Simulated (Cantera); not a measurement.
# Hydrocarbon pyrolysis for carbon deposition

An isothermal, constant-pressure homogeneous reactor starts with C2H6 : N2 = 1 : 57 (molar parts), at 1350 K and 0.000690 bar.

Cantera simulation using GRI-Mech 3.0 (53 species, 325 reactions); the numbers are that mechanism's predictions, not measurements. GRI-Mech 3.0 stops at C3 and has no aromatics, soot or wall deposition, so with more carbon than oxygen in the feed, carbon stays in small species such as C2H2 where larger ones or solid carbon would form. Radical loss at walls, strong at low pressure, is not modelled.

| t (s) | x C2H6 | x CH3 | x CH4 | x C2H4 | x H2 | x CH2 |
|---|---|---|---|---|---|---|
| 4.00e-6 | 0.0172 | 5.64e-8 | <1e-12 | <1e-12 | <1e-12 | <1e-12 |
| 1.24e-5 | 0.0172 | 1.75e-7 | 4.08e-12 | <1e-12 | <1e-12 | <1e-12 |
| 3.86e-5 | 0.0172 | 5.44e-7 | 3.93e-11 | <1e-12 | <1e-12 | <1e-12 |
| 0.000120 | 0.0172 | 1.69e-6 | 3.76e-10 | 9.04e-12 | 7.15e-12 | <1e-12 |
| 0.000372 | 0.0172 | 5.25e-6 | 3.62e-9 | 1.90e-10 | 7.55e-11 | <1e-12 |
| 0.00116 | 0.0172 | 1.63e-5 | 3.48e-8 | 4.69e-9 | 1.34e-9 | 1.04e-11 |
| 0.00359 | 0.0172 | 5.03e-5 | 3.35e-7 | 1.21e-7 | 5.35e-8 | 3.06e-10 |
| 0.0111 | 0.0172 | 0.000153 | 3.19e-6 | 3.22e-6 | 2.33e-6 | 8.55e-9 |
| 0.0346 | 0.0169 | 0.000449 | 2.96e-5 | 9.11e-5 | 8.19e-5 | 1.67e-7 |
| 0.107 | 0.0149 | 0.00126 | 0.000271 | 0.00143 | 0.00134 | 9.91e-7 |
| 0.334 | 0.00630 | 0.00214 | 0.00219 | 0.00767 | 0.00823 | 2.39e-6 |
| 1.04 | 0.000122 | 0.000554 | 0.00474 | 0.00709 | 0.0187 | 9.92e-7 |
| 3.22 | 3.55e-6 | 0.000146 | 0.00461 | 0.00308 | 0.0234 | 1.27e-7 |
| 10.0 | 9.44e-7 | 6.52e-5 | 0.00447 | 0.00101 | 0.0257 | 2.93e-8 |
x: mole fraction; the columns are a selection and need not sum to one.

Equilibrium at this temperature and pressure: C2H6 <1e-12, CH3 1.32e-8, CH4 1.33e-6, C2H4 1.32e-7, H2 0.0333, CH2 4.41e-12 (gas phase only).
